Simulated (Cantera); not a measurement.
A closed system holds: 1 mol PbS, 280 mol H2, at 1402 °C and 210000 Pa.

Method: chemical equilibrium by Gibbs-energy minimisation in Cantera with the NASA 1993 tables (ideal gas, pure condensed phases). Candidate condensed phases: Pb, PbS, S; 10 gas species. Kinetics and transport are ignored.

Base state: H2 0.993, Pb 0.00311, H2S 0.00307, PbS 0.000451, H 7.99e-5, SH 3.77e-5 (mole fractions); condensed: gas only.

Question: What changes in the equilibrium state with this change: temperature from 1402 °C to 750 °C?

Answer: 
```json
[
 {"species": "H2", "before": "0.993", "after": "0.996"},
 {"species": "H2S", "before": "0.00307", "after": "0.00356"},
 {"species": "PbS", "before": "0.000451", "after": "1.28e-5"},
 {"species": "Pb", "before": "0.00311", "after": "1.27e-5"},
 {"species": "H", "before": "7.99e-5", "after": "2.86e-9"},
 {"species": "SH", "before": "3.77e-5", "after": "2.32e-8"},
 {"species": "Pb(l), mol", "before": "0", "after": "0.993"}
]
```

Question: What changes in the equilibrium state with this change: PbS replaced by ZrO2?

Answer: 
| species | before | after |
|---|---|---|
| H2 | 0.993 | 1.000 |
| H | 7.99e-5 | 8.01e-5 |
| Pb | 0.00311 | 0 |
| H2S | 0.00307 | 0 |
| PbS | 0.000451 | 0 |
| SH | 3.77e-5 | 0 |
| ZrO2(tetragonal), mol | 0 | 1.000 |
Further candidate phases: H2O, Zr, ZrO2.

Question: What changes in the equilibrium state with this change: pressure from 210000 Pa to 1330 Pa?

Answer: 
| species | before | after |
|---|---|---|
| H2 | 0.993 | 0.992 |
| Pb | 0.00311 | 0.00318 |
| H2S | 0.00307 | 0.00246 |
| H | 7.99e-5 | 0.00100 |
| S | 2.17e-7 | 2.75e-5 |
| S2 | 1.57e-6 | 0.000159 |
